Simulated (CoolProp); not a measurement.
Isopentane along the isobar 1210 kPa: Z from the reference equation and from simpler models built on Tc = 460.3 K, pc = 3378 kPa, ω = 0.227; each cubic takes its own stable root.

The numbers come from the reference Helmholtz-energy equation of state, Lemmon 2006 in CoolProp. It is a short technical equation, of lower accuracy than the large ones.

| T (K) | phase | reference | Pitzer virial | van der Waals | Redlich-Kwong |
|---|---|---|---|---|---|
| 434.5 | gas | 0.8289 | 0.8489 | 0.8614 | 0.8376 |
| 440 | gas | 0.8375 | 0.8552 | 0.8662 | 0.8445 |
| 445.5 | gas | 0.8455 | 0.8612 | 0.8708 | 0.8509 |
| 450.9 | gas | 0.8527 | 0.8668 | 0.8751 | 0.8569 |
| 456.4 | gas | 0.8596 | 0.8722 | 0.8793 | 0.8626 |
| 461.8 | gas | 0.8659 | 0.8772 | 0.8832 | 0.8680 |
| 467.3 | gas | 0.8719 | 0.8821 | 0.8870 | 0.8731 |
| 472.7 | gas | 0.8774 | 0.8867 | 0.8906 | 0.8778 |
| 478.2 | gas | 0.8827 | 0.8911 | 0.8940 | 0.8824 |
| 483.6 | gas | 0.8876 | 0.8953 | 0.8973 | 0.8867 |
| 489.1 | gas | 0.8923 | 0.8993 | 0.9004 | 0.8909 |
| 494.5 | gas | 0.8967 | 0.9031 | 0.9034 | 0.8947 |
| 500 | gas | 0.9009 | 0.9067 | 0.9063 | 0.8985 |
